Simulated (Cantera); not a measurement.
## C2F6 + H2 (fluorocarbon and chlorocarbon gases)

A closed system holds: 1 mol C2F6, a varied amount of H2, equilibrated at 2825 K and 0.210 Torr.

These are equilibrium values from Cantera (NASA tables, ideal gas, pure condensed phases), not measurements of a reactor. Candidate condensed phases: C, C6H6, C7H8, C8H18; 95 gas species. The feed counts by its element totals alone. Equilibrium is a limit: real reactors are often held back by kinetics, nucleation or transport.

```tsv
n(H2) (mol)	x H	x F	x HF	x C3	x CF	x C	x H2
1.2	0.0639	0.533	0.270	0.0675	0.0318	0.0235	0.000143
1.4	0.0786	0.487	0.304	0.0669	0.0290	0.0234	0.000217
1.6	0.0947	0.444	0.335	0.0662	0.0264	0.0233	0.000315
1.9	0.121	0.386	0.372	0.0647	0.0227	0.0232	0.000518
2.2	0.151	0.334	0.400	0.0629	0.0195	0.0230	0.000799
2.6	0.193	0.275	0.423	0.0601	0.0158	0.0226	0.00131
3	0.237	0.229	0.431	0.0568	0.0129	0.0222	0.00198
3.4	0.281	0.192	0.429	0.0534	0.0106	0.0217	0.00278
4	0.343	0.152	0.415	0.0485	0.00814	0.0210	0.00413
4.6	0.398	0.124	0.393	0.0439	0.00644	0.0204	0.00557
5.3	0.454	0.102	0.366	0.0393	0.00507	0.0196	0.00723
6.2	0.512	0.0817	0.333	0.0343	0.00390	0.0187	0.00923
7.2	0.565	0.0669	0.300	0.0299	0.00305	0.0179	0.0112
```
x: gas mole fraction; nothing condenses.

From 1.2 mol H2 to 7.2 mol H2 nothing is condensed. The main C-bearing gas is C3 throughout.
